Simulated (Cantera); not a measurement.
An isothermal, constant-pressure homogeneous reactor starts with 30.3 % CH₄, 69.7 % CO₂, at 1475 K and 10.0 bar.

Model: GRI-Mech 3.0 (53 species, 325 reactions), integrated in Cantera.

Question: Predict: x(CH₄) at 50.0 s; x(CO₂) at 50.0 s; x(H₂O) at 50.0 s; x(C₂H₄) at 50.0 s; x(CO) at 50.0 s; x(C₂H₂) at 50.0 s.

Answer: 
```json
{
 "x(CH₄) at 50.0 s": "0.0245 (gas-phase equilibrium 3.27e-5)",
 "x(CO₂) at 50.0 s": "0.140 (gas-phase equilibrium 0.112)",
 "x(H₂O) at 50.0 s": "0.144 (gas-phase equilibrium 0.133)",
 "x(C₂H₄) at 50.0 s": "0.000422 (gas-phase equilibrium 5.25e-10)",
 "x(CO) at 50.0 s": "0.488 (gas-phase equilibrium 0.510)",
 "x(C₂H₂) at 50.0 s": "0.000573 (gas-phase equilibrium 5.92e-10)"
}
```
